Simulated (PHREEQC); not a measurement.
Solution (20 °C): 0.0072 mol HNO3, 0.039 mol K2SO4 and 0.0037 mol H3BO3 per kg of water. Closed to the air; pH follows from the charge balance.

The numbers come from PHREEQC with the ion-association model, phreeqc.dat.

Precipitation was switched off in this run.

Problem. What pH, ionic strength does the model give?

Solution. pH 2.53; ionic strength 0.107 mol/kgw.

Problem. In which forms is K present?

Solution. K+ 94 %, KSO4- 6.5 % of the K.

Species that the database lacks are ignored.
